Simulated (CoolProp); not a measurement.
Aqueous lithium chloride as a coolant, 5 % by mass, freezing at -5.1 °C, 1 atm.

The numbers come from the Melinder's fits for secondary coolants in CoolProp.

```json
[
 {"T (°C)": "0.3", "density (kg/m³)": "1030", "cp (kJ/(kg K))": "3.914", "conductivity (W/(m K))": "0.552", "Prandtl number": "14.4"},
 {"T (°C)": "5.7", "density (kg/m³)": "1029", "cp (kJ/(kg K))": "3.913", "conductivity (W/(m K))": "0.561", "Prandtl number": "12.0"},
 {"T (°C)": "11.1", "density (kg/m³)": "1029", "cp (kJ/(kg K))": "3.913", "conductivity (W/(m K))": "0.571", "Prandtl number": "10.2"},
 {"T (°C)": "16.4", "density (kg/m³)": "1028", "cp (kJ/(kg K))": "3.914", "conductivity (W/(m K))": "___", "Prandtl number": "___"},
 {"T (°C)": "21.8", "density (kg/m³)": "1026", "cp (kJ/(kg K))": "3.915", "conductivity (W/(m K))": "0.588", "Prandtl number": "___"},
 {"T (°C)": "27.2", "density (kg/m³)": "1025", "cp (kJ/(kg K))": "___", "conductivity (W/(m K))": "0.597", "Prandtl number": "6.64"},
 {"T (°C)": "32.6", "density (kg/m³)": "1023", "cp (kJ/(kg K))": "3.920", "conductivity (W/(m K))": "0.605", "Prandtl number": "5.85"},
 {"T (°C)": "38", "density (kg/m³)": "1022", "cp (kJ/(kg K))": "3.923", "conductivity (W/(m K))": "0.614", "Prandtl number": "5.18"}
]
```

**Question.** Complete the blanks.

**Answer.** 
- 16.4, conductivity (W/(m K)): 0.579
- 16.4, Prandtl number: 8.74
- 21.8, Prandtl number: 7.58
- 27.2, cp (kJ/(kg K)): 3.917
